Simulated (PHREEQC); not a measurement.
NaOH is added in steps, without added water, to 1 kg of water holding 0.0022 mol (NH4)2CO3, at 25 °C. O2 is buffered at 0.21 atm. No CO2 enters from the air. Solids allowed: Nahcolite, Natron. Others were left out.

Base run: PHREEQC, ion-association model, wateq4f.dat. Each further column changes one thing. The table gives HCO3- (mol/kgw).

```csv
NaOH added (mol),base,Davies equation for every ion,Debye-Hückel limiting law,metal-ligand complexes left out,database phreeqc.dat
0,0.00202,0.00202,0.00202,0.00202,0.00202
0.00255,0.00133,0.00133,0.00132,0.00134,0.00133
0.00595,0.000187,0.000186,0.000183,0.000199,0.000189
0.0085,8.02e-5,7.93e-5,7.75e-5,8.77e-5,8.10e-5
0.01105,4.89e-5,4.82e-5,4.69e-5,5.48e-5,4.94e-5
0.01445,3.12e-5,3.07e-5,2.97e-5,3.61e-5,3.15e-5
0.017,2.42e-5,2.38e-5,2.29e-5,2.85e-5,2.44e-5
```

 phreeqc.dat and wateq4f.dat share most of their constants, so their agreement is no independent check.
